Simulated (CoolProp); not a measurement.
Computed with CoolProp (reference Helmholtz-energy equation of state, Akasaka 2020).

### Question
For R1123, give the phase and the density (kg/m³), Joule-Thomson coefficient (K/MPa) at 235.9 K and 1.07 bar.

### Answer
- 235.9 K and 1.07 bar: gas; density 4.60, Joule-Thomson coefficient 27.6
